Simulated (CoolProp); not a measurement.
Aqueous ammonia as a coolant, 19 % by mass, freezing at -33.5 °C, 1 atm.

Computed with CoolProp (Melinder's fits for secondary coolants).

```csv
T (°C),cp (kJ/(kg K)),conductivity (W/(m K)),density (kg/m³),viscosity (mPa s)
-27.9,4.283,0.400,942.6,7.01
-21.7,4.268,0.411,941.2,5.14
-15.6,4.255,0.422,939.6,3.93
-9.5,4.244,0.432,937.8,3.09
-3.4,4.235,0.443,935.7,2.50
2.7,4.226,0.453,933.5,2.06
8.9,4.219,0.464,931.0,1.71
15,4.213,0.474,928.4,1.45
21.1,4.208,0.485,925.6,1.23
```
